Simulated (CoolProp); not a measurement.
Model: reference Helmholtz-energy equation of state, de Reuck 1990, in CoolProp.

Give the vapour pressure (MPa), liquid density (kg/m³), enthalpy of vaporisation (kJ/kg), vapour Z of saturated fluorine at 113.3 K.


```csv
T (K),p (MPa),liquid density (kg/m³),enthalpy of vaporisation (kJ/kg),vapour Z
113.3,1.10,1270,140,0.830
```
